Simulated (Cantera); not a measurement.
Input (Python, Cantera):

```python
import numpy as np
import cantera as ct

gas = ct.Solution("gri30.yaml")
gas.TPX = 1550, 101325, {'CH2O': 0.0047, 'O2': 0.0054, 'N2': 1}
inlet = ct.Reservoir(gas, clone=True)

reactor = ct.IdealGasConstPressureReactor(gas, energy="off", clone=False)
exhaust = ct.Reservoir(gas, clone=True)
tau = [19, 6.2, 2, 0.65, 0.21, 0.069, 0.022, 0.0072, 0.0023, 0.00076, 0.00024][0]
for a, b in ((inlet, reactor), (reactor, exhaust)):
    ct.MassFlowController(a, b, mdot=lambda t: reactor.mass / tau)
net = ct.ReactorNet([reactor])
show = ['CH2O', 'O2', 'HCN', 'C2H6', 'CH2CO', 'C2H4']

rows = []
print(f"{'tau/s':>10s}{'T/K':>9s}" + "".join(f"{s:>11s}" for s in show))
for tau in [19, 6.2, 2, 0.65, 0.21, 0.069, 0.022, 0.0072, 0.0023, 0.00076, 0.00024]:
    net.initial_time = 0.0
    net.advance(30 * tau)
    before = gas.X
    net.advance(40 * tau)
    drift = np.max(np.abs(gas.X - before) / (gas.X + 1e-9))
    rows.append([gas.T, *gas[show].X, drift])
    print(f"{tau:10.3e}{gas.T:9.1f}" + "".join(f"{x:11.3e}" for x in gas[show].X))
```

It prints:

```
     tau/s      T/K       CH2O         O2        HCN       C2H6      CH2CO       C2H4
 1.900e+01   1550.0  4.368e-08  7.051e-04  2.160e-15  2.904e-27  1.004e-18  4.039e-26
 6.200e+00   1550.0  8.912e-08  7.230e-04  8.654e-15  1.318e-25  1.335e-17  1.777e-24
 2.000e+00   1550.0  1.739e-07  7.577e-04  4.627e-14  4.801e-24  1.535e-16  6.796e-23
 6.500e-01   1550.0  3.184e-07  8.196e-04  2.900e-13  1.197e-22  1.328e-15  1.781e-21
 2.100e-01   1550.0  5.557e-07  9.233e-04  1.591e-12  2.046e-21  8.520e-15  3.102e-20
 6.900e-02   1550.0  9.407e-07  1.079e-03  6.315e-12  2.328e-20  4.049e-14  3.502e-19
 2.200e-02   1550.0  1.650e-06  1.306e-03  1.912e-11  2.059e-19  1.655e-13  3.054e-18
 7.200e-03   1550.0  3.086e-06  1.598e-03  4.514e-11  1.389e-18  6.186e-13  2.040e-17
 2.300e-03   1550.0  6.819e-06  1.975e-03  9.766e-11  9.114e-18  2.731e-12  1.323e-16
 7.600e-04   1550.0  1.834e-05  2.453e-03  2.096e-10  6.654e-17  1.608e-11  9.382e-16
 2.400e-04   1550.0  6.775e-05  3.147e-03  4.476e-10  8.795e-16  1.585e-10  1.120e-14
```

Computed with Cantera and GRI-Mech 3.0 (53 species, 325 reactions).
